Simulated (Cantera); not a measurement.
Charge: 1 mol Si, 0.021 mol N2O, 340 mol H2, at 1523 K and 0.160 bar.

Method: chemical equilibrium by Gibbs-energy minimisation in Cantera with the NASA 1993 tables (ideal gas, pure condensed phases). Candidate condensed phases: H2O, Si, SiO2, Si2N2O, Si3N4; 35 gas species. Equilibrium is a limit: real reactors are often held back by kinetics, nucleation or transport.

Base state: H2 1.000, N2 6.17e-5, SiO 6.17e-5, H 5.78e-5 (mole fractions); condensed: Si(s).

Q: What changes in the equilibrium state with this change: temperature from 1523 K to 1100 K?

A: 
```tsv
species	before	after
H2	1.000	1.00
H	5.78e-5	6.46e-8
N2	6.17e-5	<1e-9
SiO	6.17e-5	<1e-9
Si(s), mol	0.978	0.958
Si2N2O(s), mol	0	0.0210
```
Mutual solubility and eutectic melting of coexisting phases are not modelled.
